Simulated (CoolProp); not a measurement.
C3F8 (R218) along the isobar 1.96 MPa: density (kg/m³) from the reference equation and from simpler models built on Tc = 345.0 K, pc = 2.640 MPa, ω = 0.317; each cubic takes its own stable root.

Computed with CoolProp (reference Helmholtz-energy equation of state, Lemmon 2006). It is a short technical equation, of lower accuracy than the large ones.

```json
[
 {"T (K)": "173.5", "phase": "liquid", "reference": "1844", "van der Waals": "1145", "Redlich-Kwong": "1690", "Peng-Robinson": "1950"},
 {"T (K)": "207.8", "phase": "liquid", "reference": "1725", "van der Waals": "1082", "Redlich-Kwong": "1581", "Peng-Robinson": "1848"},
 {"T (K)": "242.1", "phase": "liquid", "reference": "1598", "van der Waals": "1009", "Redlich-Kwong": "1451", "Peng-Robinson": "1718"},
 {"T (K)": "276.4", "phase": "liquid", "reference": "1453", "van der Waals": "918.0", "Redlich-Kwong": "1290", "Peng-Robinson": "1542"},
 {"T (K)": "310.8", "phase": "liquid", "reference": "1262", "van der Waals": "782.4", "Redlich-Kwong": "1064", "Peng-Robinson": "1279"},
 {"T (K)": "345.1", "phase": "gas", "reference": "192.4", "van der Waals": "181.1", "Redlich-Kwong": "189.7", "Peng-Robinson": "196.9"},
 {"T (K)": "379.4", "phase": "gas", "reference": "146.4", "van der Waals": "147.4", "Redlich-Kwong": "149.1", "Peng-Robinson": "150.0"},
 {"T (K)": "413.7", "phase": "gas", "reference": "124.0", "van der Waals": "127.1", "Redlich-Kwong": "127.1", "Peng-Robinson": "126.4"}
]
```
